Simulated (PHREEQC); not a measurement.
Model water analysis in mg/L, 40 °C, pH 6.45, pe 12.1:

| constituent | mg/L |
|---|---|
| Na | 2.46 |
| K | 5.58 |
| Ca | 26.5 |
| Mg | 0.38 |
| Cl | 6.13 |
| S(6) as SO4 | 47.1 |
| Alkalinity as HCO3 | 30.9 |
| O(0) (dissolved oxygen) | 0.00703 |
| Li | 0.0137 |
| N(5) as NO3 | 0.236 |
| Cu(2) | 0.0934 |
| Sr | 0.125 |

Valence states are taken as typed.

All values are PHREEQC results (ion-association model, wateq4f.dat), not measurements.

This is a speciation only: nothing precipitates in the calculation.

Problem. Order these Ca species by the share of Ca that they hold, largest first: CaHCO3+, Ca+2, CaSO4.

Solution. Ca+2 (93 %), CaSO4 (6.0 %), CaHCO3+ (0.56 %)

Problem. Order these S species by the share of S that they hold, largest first: SO4-2, MgSO4, CaSO4.

Solution. SO4-2 (91 %), CaSO4 (8.2 %), MgSO4 (0.28 %)

The pH is 6.45 and the ionic strength 0.00263 mol/kgw. Away from 25 °C the constants follow the database's enthalpies or fits; those with neither stay at their 25 °C values.
